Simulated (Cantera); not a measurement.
An isothermal, constant-pressure homogeneous reactor starts with C2H6 : H2 = 1 : 26 (molar parts), at 1900 K and 14.0 Pa. Integrator tolerance rtol = 1e-08.

Computed with Cantera and GRI-Mech 3.0 (53 species, 325 reactions). GRI-Mech 3.0 stops at C3 and has no aromatics, soot or wall deposition, so with more carbon than oxygen in the feed, carbon stays in small species such as C2H2 where larger ones or solid carbon would form. Radical loss at walls, strong at low pressure, is not modelled.

```csv
quantity,before,after
x(C2H6) at 200 s,3.35e-12 (gas-phase equilibrium <1e-12),1.13e-7 (gas-phase equilibrium <1e-12)
x(H2) at 200 s,0.944 (gas-phase equilibrium 0.902),0.960 (gas-phase equilibrium 0.961)
x(C2H) at 200 s,1.04e-5 (gas-phase equilibrium 3.09e-5),1.47e-7 (gas-phase equilibrium 5.45e-7)
x(CH2) at 200 s,2.71e-7 (gas-phase equilibrium 7.67e-8),2.93e-7 (gas-phase equilibrium 3.18e-9)
x(CH4) at 200 s,2.05e-5 (gas-phase equilibrium 6.27e-7),0.00823 (gas-phase equilibrium 7.55e-6)
x(H) at 200 s,0.0221 (gas-phase equilibrium 0.0642),0.00138 (gas-phase equilibrium 0.00454)
x(C2H4) at 200 s,2.23e-7 (gas-phase equilibrium 5.08e-8),9.90e-6 (gas-phase equilibrium 5.11e-7)
```

Problem. What was changed between the two runs?
A. pressure from 14.0 Pa to 65000 Pa
B. H2 26 to 5 parts
C. pressure from 14.0 Pa to 41.0 Pa
D. temperature 1900 to 1600 K

Solution. D, temperature 1900 to 1600 K
